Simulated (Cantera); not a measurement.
Equilibrium for oxide etching and cleaning by halides: TiO2 + HCl + O2

Feed: 1 mol TiO2, 18 mol HCl, 0.36 mol O2, held at 8200 Pa.

These are equilibrium values from Cantera (NASA tables, ideal gas, pure condensed phases), not measurements of a reactor. Candidate condensed phases: H2O, Ti, TiCl2, TiCl3, TiCl4, TiO, TiO2, Ti2O3, Ti3O5, Ti4O7; 23 gas species. Condensed phases not in the tables: TiOCl. Equilibrium is a limit: real reactors are often held back by kinetics, nucleation or transport.

| T (°C) | x HCl | x Cl | x H2O | x Cl2 | n TiO2(rutile) |
|---|---|---|---|---|---|
| 427 | 0.920 | 4.62e-7 | 0.0400 | 0.0400 | 1.000 |
| 527 | 0.920 | 6.53e-6 | 0.0400 | 0.0400 | 1.000 |
| 627 | 0.920 | 5.15e-5 | 0.0398 | 0.0398 | 1.000 |
| 727 | 0.921 | 0.000268 | 0.0393 | 0.0391 | 1.000 |
| 827 | 0.923 | 0.00102 | 0.0378 | 0.0373 | 1.000 |
| 927 | 0.925 | 0.00304 | 0.0354 | 0.0338 | 1.000 |
| 1027 | 0.927 | 0.00738 | 0.0327 | 0.0290 | 1.000 |
| 1127 | 0.926 | 0.0151 | 0.0308 | 0.0232 | 0.999 |
| 1227 | 0.922 | 0.0265 | 0.0302 | 0.0169 | 0.999 |
| 1327 | 0.913 | 0.0403 | 0.0312 | 0.0110 | 0.999 |
| 1427 | 0.903 | 0.0538 | 0.0334 | 0.00644 | 0.999 |
x: gas mole fraction; n: condensed amount in mol.

From 427 °C to 1427 °C the condensed part is TiO2(rutile). The main Ti-bearing gas is TiCl4 throughout.
